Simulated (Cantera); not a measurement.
An isothermal, constant-pressure homogeneous reactor starts with CH₄ : CO₂ : H₂ = 1 : 1.3 : 0.32 (molar parts), at 1423 K and 0.800 bar. Integrator tolerance rtol = 1e-08.

Computed with Cantera and GRI-Mech 3.0 (53 species, 325 reactions).

**Question.** What does this change do: temperature 1423 to 1673 K?

**Answer.** 
| quantity | before | after |
|---|---|---|
| x(CH₄) at 10.0 s | 0.0765 (gas-phase equilibrium 7.56e-6) | 0.00343 (gas-phase equilibrium 3.90e-7) |
| x(CO₂) at 10.0 s | 0.141 (gas-phase equilibrium 0.0205) | 0.0186 (gas-phase equilibrium 0.0158) |
| x(H₂) at 10.0 s | 0.201 (gas-phase equilibrium 0.458) | 0.442 (gas-phase equilibrium 0.453) |
| x(H₂O) at 10.0 s | 0.221 (gas-phase equilibrium 0.0445) | 0.0570 (gas-phase equilibrium 0.0491) |
| x(CO) at 10.0 s | 0.263 (gas-phase equilibrium 0.477) | 0.476 (gas-phase equilibrium 0.482) |
| x(HCO) at 10.0 s | 1.41e-9 (gas-phase equilibrium 4.30e-9) | 2.81e-8 (gas-phase equilibrium 2.88e-8) |

**Question.** What does this change do: pressure from 0.800 bar to 10.0 bar?

**Answer.** 
```json
[
 {"quantity": "x(CH₄) at 10.0 s", "before": "0.0765 (gas-phase equilibrium 7.56e-6)", "after": "0.167 (gas-phase equilibrium 0.00114)"},
 {"quantity": "x(CO₂) at 10.0 s", "before": "0.141 (gas-phase equilibrium 0.0205)", "after": "0.166 (gas-phase equilibrium 0.0209)"},
 {"quantity": "x(H₂) at 10.0 s", "before": "0.201 (gas-phase equilibrium 0.458)", "after": "0.145 (gas-phase equilibrium 0.456)"},
 {"quantity": "x(H₂O) at 10.0 s", "before": "0.221 (gas-phase equilibrium 0.0445)", "after": "0.180 (gas-phase equilibrium 0.0453)"},
 {"quantity": "x(CO) at 10.0 s", "before": "0.263 (gas-phase equilibrium 0.477)", "after": "0.299 (gas-phase equilibrium 0.477)"},
 {"quantity": "x(HCO) at 10.0 s", "before": "1.41e-9 (gas-phase equilibrium 4.30e-9)", "after": "5.36e-9 (gas-phase equilibrium 1.52e-8)"}
]
```
